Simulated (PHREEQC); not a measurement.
A solution holds 3 mmol/kgw HF, 0.0561 mmol/kgw NH4HF2 and 18 mmol/kgw H2SiF6, at 13 °C. Closed to the air; pH follows from the charge balance.

All values are PHREEQC results (ion-association model, phreeqc.dat), not measurements.

This is a speciation only: nothing precipitates in the calculation.

Problem. What pH, density, ionic strength does the model give?

Solution. pH 1.52; density 1.001 g/cm³; ionic strength 0.0532 mol/kgw.

Problem. In which forms is Si present?

Solution. SiF6-2 98 %, H4SiO4 1.8 % of the Si.

Saturation is exceeded, for instance for Quartz (slow to form), Chalcedony (slow to form); the values hold only as long as no solid forms. Constants without temperature data keep their 25 °C values here. SiF6-2 is the database's only silicon fluoride.
